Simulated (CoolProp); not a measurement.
Vapour-liquid equilibrium of propylene (1) + isobutane (2) at 263 K; x and y are mole fractions of (1).

The numbers come from the multi-fluid Helmholtz-energy mixture model, Lemmon 2013 and Bücker 2006; pair parameters Bell 2016 in CoolProp.

Question: Give the bubble pressure and the first vapour's composition at x = 0.2, 0.875, 0.95. Is there an azeotrope?

Answer: x = 0.2: 170.0 kPa, y = 0.460; x = 0.875: 372.3 kPa, y = 0.969; x = 0.95: 405.2 kPa, y = 0.990. No azeotrope shows between x = 0.05 and 0.95.

The pair parameters rest on a limited set of measurements; away from them the model extrapolates. The gap from Raoult's law changes sign with composition, which may be real or a fault of the pair parameters; it wasn't checked against measurements.
